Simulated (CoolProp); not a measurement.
The numbers come from the reference Helmholtz-energy equation of state, Schmidt 1985 in CoolProp.

### Question
For oxygen, give the phase and the cv (kJ/(kg K)), speed of sound (m/s), viscosity (µPa s), conductivity (mW/(m K)) at 161.9 K and 272 kPa; 161.9 K and 977 kPa.

### Answer
- 161.9 K and 272 kPa: gas; cv 0.655, speed of sound 241, viscosity 12.2, conductivity 15.0
- 161.9 K and 977 kPa: gas; cv 0.669, speed of sound 236, viscosity 12.4, conductivity 15.7

Viscosity comes from a separate model (Lemmon 2004). Thermal conductivity comes from a separate model (Lemmon 2004).
